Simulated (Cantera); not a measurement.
A closed system holds: 1 mol (CH₃)₂SiCl₂, a varied amount of H₂, held at 1048.15 K and 0.0290 bar.

Cantera equilibrium calculation (NASA polynomials, part measured and part estimated; ideal gas, pure solids and liquids). Candidate condensed phases: C, C₆H₆, C₇H₈, C₈H₁₈, Si, SiC; 109 gas species. The feed counts by its element totals alone. Equilibrium is a limit: real reactors are often held back by kinetics, nucleation or transport.

x: gas mole fraction; n: condensed amount in mol.

```json
[
 {"n(H₂) (mol)": "140", "x H₂": "0.984", "x HCl": "0.0139", "x CH₄": "0.00164", "x SiCl₄": "6.43e-7", "x SiHCl₃": "4.66e-7", "x SiCl₂": "2.14e-7", "x SiCl₃": "8.66e-8", "n C(graphite)": "0.765", "n SiC(s)": "1.000"},
 {"n(H₂) (mol)": "240", "x H₂": "0.990", "x HCl": "0.00821", "x CH₄": "0.00166", "x SiCl₄": "7.72e-8", "x SiHCl₃": "9.54e-8", "x SiCl₂": "7.40e-8", "x SiCl₃": "1.77e-8", "n C(graphite)": "0.596", "n SiC(s)": "1.000"},
 {"n(H₂) (mol)": "330", "x H₂": "0.992", "x HCl": "0.00600", "x CH₄": "0.00166", "x SiCl₄": "2.19e-8", "x SiHCl₃": "3.71e-8", "x SiCl₂": "3.94e-8", "x SiCl₃": "6.87e-9", "n C(graphite)": "0.445", "n SiC(s)": "1.000"},
 {"n(H₂) (mol)": "420", "x H₂": "0.994", "x HCl": "[?]", "x CH₄": "0.00167", "x SiCl₄": "[?]", "x SiHCl₃": "[?]", "x SiCl₂": "[?]", "x SiCl₃": "3.35e-9", "n C(graphite)": "[?]", "n SiC(s)": "1.000"},
 {"n(H₂) (mol)": "520", "x H₂": "0.995", "x HCl": "[?]", "x CH₄": "0.00167", "x SiCl₄": "[?]", "x SiHCl₃": "[?]", "x SiCl₂": "[?]", "x SiCl₃": "1.77e-9", "n C(graphite)": "[?]", "n SiC(s)": "1.000"},
 {"n(H₂) (mol)": "610", "x H₂": "0.995", "x HCl": "0.00326", "x CH₄": "0.00163", "x SiCl₄": "1.96e-9", "x SiHCl₃": "6.11e-9", "x SiCl₂": "1.19e-8", "x SiCl₃": "1.13e-9", "n C(graphite)": "0", "n SiC(s)": "1.000"},
 {"n(H₂) (mol)": "700", "x H₂": "0.996", "x HCl": "0.00284", "x CH₄": "0.00142", "x SiCl₄": "1.30e-9", "x SiHCl₃": "4.65e-9", "x SiCl₂": "1.04e-8", "x SiCl₃": "8.59e-10", "n C(graphite)": "0", "n SiC(s)": "1.000"},
 {"n(H₂) (mol)": "790", "x H₂": "0.996", "x HCl": "0.00252", "x CH₄": "0.00126", "x SiCl₄": "9.04e-10", "x SiHCl₃": "3.66e-9", "x SiCl₂": "9.24e-9", "x SiCl₃": "6.75e-10", "n C(graphite)": "0", "n SiC(s)": "1.000"},
 {"n(H₂) (mol)": "890", "x H₂": "0.997", "x HCl": "0.00224", "x CH₄": "0.00112", "x SiCl₄": "6.33e-10", "x SiHCl₃": "2.88e-9", "x SiCl₂": "8.21e-9", "x SiCl₃": "5.33e-10", "n C(graphite)": "0", "n SiC(s)": "1.000"},
 {"n(H₂) (mol)": "980", "x H₂": "0.997", "x HCl": "0.00203", "x CH₄": "0.00102", "x SiCl₄": "4.75e-10", "x SiHCl₃": "2.38e-9", "x SiCl₂": "7.46e-9", "x SiCl₃": "4.40e-10", "n C(graphite)": "0", "n SiC(s)": "1.000"},
 {"n(H₂) (mol)": "1100", "x H₂": "0.997", "x HCl": "0.00181", "x CH₄": "0.000907", "x SiCl₄": "3.36e-10", "x SiHCl₃": "1.89e-9", "x SiCl₂": "6.65e-9", "x SiCl₃": "3.49e-10", "n C(graphite)": "0", "n SiC(s)": "1.000"},
 {"n(H₂) (mol)": "1200", "x H₂": "0.998", "x HCl": "0.00166", "x CH₄": "0.000831", "x SiCl₄": "2.59e-10", "x SiHCl₃": "1.59e-9", "x SiCl₂": "6.10e-9", "x SiCl₃": "2.94e-10", "n C(graphite)": "0", "n SiC(s)": "1.000"},
 {"n(H₂) (mol)": "1300", "x H₂": "0.998", "x HCl": "0.00153", "x CH₄": "0.000767", "x SiCl₄": "2.04e-10", "x SiHCl₃": "1.36e-9", "x SiCl₂": "5.63e-9", "x SiCl₃": "2.50e-10", "n C(graphite)": "0", "n SiC(s)": "1.000"}
]
```

**Question.** Some entries are withheld; supply them.

**Answer.** 
- 520, x HCl: 0.00382
- 520, x SiCl₄: 3.60e-9
- 520, x SiHCl₃: 9.59e-9
- 520, x SiCl₂: 1.60e-8
- 520, n C(graphite): 0.125
- 420, x HCl: 0.00472
- 420, x SiCl₄: 8.41e-9
- 420, x SiHCl₃: 1.81e-8
- 420, x SiCl₂: 2.44e-8
- 420, n C(graphite): 0.293
